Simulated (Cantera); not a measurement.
A closed system holds: 1 mol CH3SiCl3, 0.19 mol CH4, 450 mol H2, equilibrated at 1.33 mbar.

Method: chemical equilibrium by Gibbs-energy minimisation in Cantera with the NASA 1993 tables (ideal gas, pure condensed phases). Candidate condensed phases: C, C6H6, C7H8, C8H18, Si, SiC; 109 gas species. The feed counts by its element totals alone. Rates play no part. All values below are at 1173 K.

Base state: H2 0.993, HCl 0.00662, CH4 2.56e-5 (mole fractions); condensed: C(graphite) + SiC(s).

Problem. What changes in the equilibrium state with this change: H2 from 450 to 1.5 mol?

Solution. 
```tsv
species	before	after
HCl	0.00662	0.525
H2	0.993	0.447
SiCl4	<1e-9	0.0232
SiCl3	1.31e-9	0.00217
SiHCl3	<1e-9	0.000459
C(graphite), mol	0.178	0.322
SiC(s), mol	1.000	0.868
```
The tables' values for SiCl3 are old estimates; treat these amounts as uncertain.
